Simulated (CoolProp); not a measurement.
A simple Rankine cycle with R22: condensing at 291.15 K, boiler at 4.23 MPa, turbine inlet 375.5 K, turbine efficiency 0.8, pump efficiency 0.6, no recuperator. Each further row changes one setting.

Computed with CoolProp (reference Helmholtz-energy equation of state, Kamei 1995).

```json
[
 {"case": "as stated", "thermal efficiency (%)": "(withheld)", "net work (kJ/kg)": "24.3", "heat in (kJ/kg)": "209", "turbine exit temperature (K)": "291.2", "volume ratio over the turbine": "4.99"},
 {"case": "turbine inlet 395.5 K", "thermal efficiency (%)": "12.4", "net work (kJ/kg)": "29.1", "heat in (kJ/kg)": "234", "turbine exit temperature (K)": "(withheld)", "volume ratio over the turbine": "4.72"},
 {"case": "condensing temperature 283.15 K", "thermal efficiency (%)": "12.9", "net work (kJ/kg)": "(withheld)", "heat in (kJ/kg)": "219", "turbine exit temperature (K)": "283.1", "volume ratio over the turbine": "(withheld)"},
 {"case": "boiler pressure 2.96 MPa", "thermal efficiency (%)": "10.3", "net work (kJ/kg)": "23.7", "heat in (kJ/kg)": "(withheld)", "turbine exit temperature (K)": "312.9", "volume ratio over the turbine": "3.29"},
 {"case": "turbine efficiency 0.7", "thermal efficiency (%)": "9.9", "net work (kJ/kg)": "20.7", "heat in (kJ/kg)": "209", "turbine exit temperature (K)": "291.2", "volume ratio over the turbine": "5.08"}
]
```

Question: Some entries are withheld; supply them.

Answer: 
- as stated, thermal efficiency (%): 11.6
- turbine inlet 395.5 K, turbine exit temperature (K): 310.8
- condensing temperature 283.15 K, net work (kJ/kg): 28.3
- condensing temperature 283.15 K, volume ratio over the turbine: 6.25
- boiler pressure 2.96 MPa, heat in (kJ/kg): 231

The expansion ends wet for: as stated; condensing temperature 283.15 K; turbine efficiency 0.7.
